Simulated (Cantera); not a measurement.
Charge: 1 mol Si3N4, 0.04 mol C, 0.015 mol N2, equilibrated at 2400 K and 1 atm.

Method: chemical equilibrium by Gibbs-energy minimisation in Cantera with the NASA 1993 tables (ideal gas, pure condensed phases). Candidate condensed phases: C, Si, SiC, Si3N4; 20 gas species. Mutual solubility and eutectic melting of coexisting phases are not modelled. The tables' values for SiN are old estimates; treat these amounts as uncertain. Equilibrium is a limit: real reactors are often held back by kinetics, nucleation or transport.

Base state: N2 0.997, Si 0.00215, SiN 0.000255, Si2N 0.000242, Si2C 0.000235, Si2 4.91e-5, SiC2 1.45e-5 (mole fractions); condensed: Si(l) + SiC(s).

### Question
What changes in the equilibrium state with this change: temperature from 2400 K to 2448.15 K?

### Answer
```tsv
species	before	after
N2	0.997	0.996
Si	0.00215	0.00315
Si2C	0.000235	0.000393
SiC2	1.45e-5	3.14e-5
CN	8.07e-6	1.39e-5
Si2	4.91e-5	7.78e-5
Si3	8.83e-6	1.37e-5
SiN	0.000255	0.000345
Si(l), mol	2.95	2.95
SiC(s), mol	0.0394	0.0390
```

### Question
What changes in the equilibrium state with this change: temperature from 2400 K to 1450 K?

### Answer
| species | before | after |
|---|---|---|
| N2 | 0.997 | 1.00 |
| Si | 0.00215 | <1e-9 |
| SiN | 0.000255 | <1e-9 |
| Si2N | 0.000242 | <1e-9 |
| Si2C | 0.000235 | <1e-9 |
| Si2 | 4.91e-5 | <1e-9 |
| SiC2 | 1.45e-5 | <1e-9 |
| Si(l), mol | 2.95 | 0 |
| SiC(s), mol | 0.0394 | 0 |
| C(graphite), mol | 0 | 0.0400 |
| Si3N4(s), mol | 0 | 1.00 |
